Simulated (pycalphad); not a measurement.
All values are pycalphad results on the COST 507 light-alloy database (1999) (1 atm), not direct measurements. The data set is of 1999 and partly superseded. Phase fractions are per mole of atoms. Kinetics are ignored, which matters at the lower temperatures.

Problem. Give the equilibrium state of Hf-0.1518C (wt.%) at 227 °C.

Solution. HCP_A3, fraction 0.973, with 0.08 C wt.%; FCC_A1, fraction 0.027, with 3.9 C wt.%.

Problem. Give the equilibrium state of Hf-0.1518C (wt.%) at 2127 °C.

Solution. 
```
T = 2400.00 K, P = 101325 Pa, N = 1 mol of atoms
G = -193696 J/mol, H = 66148 J/mol, S = 108.27 J/(mol K)  (SER reference)
chemical potentials (J/mol): Hf -190233, C -346914
phase             fraction      x(Hf)       x(C)
HCP_A3              0.8138     0.9736     0.0264
BCC_A2              0.1862     0.9965     0.0035
```

FCC_A1 is fcc; BCC_A2 is bcc; HCP_A3 is hcp. The fcc model also describes the rock-salt carbide or nitride (TiC, TiN, HfC).
